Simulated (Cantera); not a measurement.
## Titanium nitride, carbide and oxide coatings: Ti(NMe2)4 + H2

A closed system holds: 1 mol Ti(NMe2)4, 4.7 mol H2, at 0.250 bar.

Equilibrium computed with Cantera from the NASA thermochemical tables; the gas is ideal and each condensed phase is pure. Candidate condensed phases: C, C6H6, C7H8, C8H18, Ti, TiC, TiN; 93 gas species. The feed counts by its element totals alone. TiC: taken at fixed stoichiometry. Rates play no part.

```
T (K)   x H2   x N2      x H    x HCN  n C(graphite)  n TiC(s)
-----  -----  -----  -------  -------  -------------  --------
1848   0.890  0.106  0.00100  0.00237           6.94      1.00
1873   0.890  0.106  0.00122  0.00265           6.94      1.00
1898   0.890  0.105  0.00147  0.00296           6.93      1.00
1923   0.889  0.105  0.00178  0.00329           6.92      1.00
1948   0.889  0.105  0.00213  0.00365           6.91      1.00
1973   0.888  0.105  0.00254  0.00404           6.90      1.00
1998   0.887  0.104  0.00302  0.00445           6.88      1.00
2023   0.886  0.104  0.00358  0.00490           6.87      1.00
2048   0.885  0.104  0.00421  0.00538           6.86      1.00
2073   0.884  0.104  0.00495  0.00589           6.84      1.00
2098   0.883  0.103  0.00578  0.00643           6.82      1.00
2123   0.881  0.103  0.00674  0.00700           6.80     1.000
2148   0.880  0.102  0.00782  0.00761           6.78     1.000
```
x: gas mole fraction; n: condensed amount in mol.

From 1848 K to 2148 K the condensed part is C(graphite) + TiC(s).
